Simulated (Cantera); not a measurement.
Charge: 1 mol toluene, 0.076 mol CO2, 0.63 mol N2, held at 1.33 mbar.

Cantera equilibrium calculation (NASA polynomials, part measured and part estimated; ideal gas, pure solids and liquids). Candidate condensed phases: C, C6H6, C7H8, C8H18, H2O; 136 gas species. The numbers say what is thermodynamically allowed, not how fast it happens.

log p: log10 of the partial pressure in bar; n: condensed amount in mol.

```json
[
 {"T (K)": "1075", "log p H2": "-2.95", "log p N2": "-3.76", "log p CO": "-4.37", "log p H": "-9.31", "log p HCN": "-8.15", "log p C2H2 (acetylene)": "-11.08", "n C(graphite)": "6.92"},
 {"T (K)": "1150", "log p H2": "-2.95", "log p N2": "-3.76", "log p CO": "-4.37", "log p H": "___", "log p HCN": "___", "log p C2H2 (acetylene)": "___", "n C(graphite)": "6.92"},
 {"T (K)": "1225", "log p H2": "-2.95", "log p N2": "-3.76", "log p CO": "-4.37", "log p H": "___", "log p HCN": "___", "log p C2H2 (acetylene)": "___", "n C(graphite)": "6.92"},
 {"T (K)": "1300", "log p H2": "-2.95", "log p N2": "-3.76", "log p CO": "-4.37", "log p H": "-7.43", "log p HCN": "-7.04", "log p C2H2 (acetylene)": "-9.19", "n C(graphite)": "6.92"},
 {"T (K)": "1375", "log p H2": "-2.95", "log p N2": "-3.76", "log p CO": "-4.37", "log p H": "-6.94", "log p HCN": "-6.75", "log p C2H2 (acetylene)": "-8.70", "n C(graphite)": "6.92"},
 {"T (K)": "1450", "log p H2": "-2.95", "log p N2": "-3.76", "log p CO": "-4.37", "log p H": "-6.50", "log p HCN": "-6.49", "log p C2H2 (acetylene)": "-8.26", "n C(graphite)": "6.92"},
 {"T (K)": "1525", "log p H2": "-2.95", "log p N2": "-3.76", "log p CO": "-4.37", "log p H": "-6.10", "log p HCN": "-6.26", "log p C2H2 (acetylene)": "-7.87", "n C(graphite)": "6.92"},
 {"T (K)": "1600", "log p H2": "-2.95", "log p N2": "-3.76", "log p CO": "-4.37", "log p H": "-5.74", "log p HCN": "-6.04", "log p C2H2 (acetylene)": "-7.51", "n C(graphite)": "6.92"},
 {"T (K)": "1675", "log p H2": "-2.95", "log p N2": "-3.76", "log p CO": "-4.37", "log p H": "-5.41", "log p HCN": "-5.85", "log p C2H2 (acetylene)": "-7.19", "n C(graphite)": "6.92"}
]
```

Some entries are withheld; supply them.


- 1225, log p H: -7.98
- 1225, log p HCN: -7.36
- 1225, log p C2H2 (acetylene): -9.74
- 1150, log p H: -8.60
- 1150, log p HCN: -7.73
- 1150, log p C2H2 (acetylene): -10.37
